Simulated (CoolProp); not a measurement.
Vapour-liquid equilibrium of CHF3 (R23) (1) + propane (2) at 469 kPa; x and y are mole fractions of (1).

Model: multi-fluid Helmholtz-energy mixture model, Penoncello 2003 and Lemmon 2009; pair parameters Bell 2016, in CoolProp.

Problem. Give the bubble temperature and the first vapour's composition at x = 0.05, 0.35, 0.5. Is there an azeotrope?

Solution. x = 0.05: 251.7 K, y = 0.497; x = 0.35: 223.5 K, y = 0.860; x = 0.5: 223.0 K, y = 0.865. y crosses x between x = 0.8 and 0.95: the model has an azeotrope there.

Pair parameters are fitted to limited data, so mixtures are less certain than the pure fluids. With so large a gap from Raoult's law the liquid may split in two, which this calculation doesn't test in full.
